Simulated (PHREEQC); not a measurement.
Dissolve 11 mmol/kgw Na2SeO4, 0.034 mmol/kgw H3PO4 and 150 mmol/kgw CaCl2 at 25 °C. Closed to the air; pH follows from the charge balance.

Computed with PHREEQC (ion-association model, wateq4f.dat).

No solid was allowed to form.

**Question.** Estimate the pH.

**Answer.** pH 4.64.

**Question.** In which forms is P present?

**Answer.** CaH2PO4+ 49 %, H2PO4- 49 %, CaHPO4 1.8 % of the P.

H3PO4, which wateq4f.dat lacks, is added to it with the constant of phreeqc.dat.
